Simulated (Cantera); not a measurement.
Feed: 1 mol MgCl2, 37 mol H2, 0.54 mol N2, held at 1750 K and 1.70 Pa.

Cantera equilibrium calculation (NASA polynomials, part measured and part estimated; ideal gas, pure solids and liquids). Candidate condensed phases: Mg, MgCl2, NH4Cl; 18 gas species. Rates play no part.

Base state: H2 0.861, H 0.0523, HCl 0.0467, Mg 0.0244, N2 0.0133, Cl 0.00219, MgCl2 0.000114, MgCl 5.55e-5 (mole fractions); condensed: gas only.

### Question
What changes in the equilibrium state with this change: MgCl2 replaced by MgF2?

### Answer
| species | before | after |
|---|---|---|
| H2 | 0.861 | 0.861 |
| H | 0.0523 | 0.0523 |
| HF | 0 | 0.0491 |
| HCl | 0.0467 | 0 |
| Cl | 0.00219 | 0 |
| Mg | 0.0244 | 0.0245 |
| N2 | 0.0133 | 0.0133 |
| MgF | 0 | 0.000146 |
| MgCl2 | 0.000114 | 0 |
| MgCl | 5.55e-5 | 0 |
Further candidate phases: MgF2.

### Question
What changes in the equilibrium state with this change: temperature from 1750 K to 2023 K?

### Answer
```
species    before    after
-------  --------  -------
H2          0.861    0.577
H          0.0523    0.350
HCl        0.0467   0.0285
Cl        0.00219   0.0129
N2         0.0133   0.0112
Mg         0.0244   0.0207
MgCl2    0.000114  2.23e-6
MgCl      5.55e-5  1.41e-5
```

### Question
What changes in the equilibrium state with this change: temperature from 1750 K to 1373.15 K?

### Answer
```json
[
 {"species": "H2", "before": "0.861", "after": "0.933"},
 {"species": "HCl", "before": "0.0467", "after": "0.0265"},
 {"species": "N2", "before": "0.0133", "after": "0.0138"},
 {"species": "H", "before": "0.0523", "after": "0.000782"},
 {"species": "MgCl2", "before": "0.000114", "after": "0.0123"},
 {"species": "Mg", "before": "0.0244", "after": "0.0132"},
 {"species": "Cl", "before": "0.00219", "after": "1.84e-5"},
 {"species": "MgCl", "before": "5.55e-5", "after": "0.000104"}
]
```
